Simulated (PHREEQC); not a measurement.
A solution holds 0.081 mol/kgw KH2PO4 and 0.039 mol/kgw NH3, at 45 °C. Closed to the air; pH follows from the charge balance.

All values are PHREEQC results (ion-association model, wateq4f.dat), not measurements.

Question: The ionic strength comes out as 0.155 mol/kgw. What activity coefficients do HPO4-2, KHPO4-, NH4+, H2PO4-, K+ get?

Answer: HPO4-2 0.31, KHPO4- 0.76, NH4+ 0.75, H2PO4- 0.76, K+ 0.72.

No solid was allowed to form. H3PO4, which wateq4f.dat lacks, is added to it with the constant of phreeqc.dat. Away from 25 °C the constants follow the database's enthalpies or fits; those with neither stay at their 25 °C values.
